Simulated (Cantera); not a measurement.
A closed system holds: 1 mol TEOS, 20 mol N2O, 2.9 mol H2, equilibrated at 0.410 bar.

These are equilibrium values from Cantera (NASA tables, ideal gas, pure condensed phases), not measurements of a reactor. Candidate condensed phases: C, C6H6, C7H8, C8H18, H2O, Si, SiC, SiO2, Si2N2O, Si3N4; 151 gas species. The feed counts by its element totals alone. Equilibrium is a limit: real reactors are often held back by kinetics, nucleation or transport.

At 773 K, list the 5 most abundant gas species with their mole fractions, and the condensed phases.

N2 0.494, H2O 0.181, CO2 0.169, H2 0.128, CO 0.0234. Condensed: SiO2(α-quartz).
